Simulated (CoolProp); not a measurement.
Computed with CoolProp (reference Helmholtz-energy equation of state, Gao 2022).

Question: For n-perfluoropentane, give the phase and the Z, speed of sound (m/s) at 46.65 °C and 2.53 MPa; 114.25 °C and 2.53 MPa; 181.85 °C and 2.53 MPa.

Answer: 
- 46.65 °C and 2.53 MPa: liquid; Z 0.177, speed of sound 429
- 114.25 °C and 2.53 MPa: liquid; Z 0.180, speed of sound 221
- 181.85 °C and 2.53 MPa: supercritical; Z 0.597, speed of sound 73.9
